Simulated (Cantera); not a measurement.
A closed system holds: 1 mol SO₂, 0.83 mol O₂, equilibrated at 1.00 bar.

Equilibrium computed with Cantera from the NASA thermochemical tables; the gas is ideal and each condensed phase is pure. Candidate condensed phases: S; 10 gas species. The numbers say what is thermodynamically allowed, not how fast it happens. All values below are at 2625 K.

Base state: SO₂ 0.530, O₂ 0.443, O 0.0174, SO 0.00884, SO₃ 0.000529, S 3.52e-5 (mole fractions); condensed: gas only.

### Question
What changes in the equilibrium state with this change: pressure from 1.00 bar to 0.510 bar?

### Answer
| species | before | after |
|---|---|---|
| SO₂ | 0.530 | 0.524 |
| O₂ | 0.443 | 0.439 |
| O | 0.0174 | 0.0242 |
| SO | 0.00884 | 0.0123 |
| S | 3.52e-5 | 6.89e-5 |
| SO₃ | 0.000529 | 0.000371 |
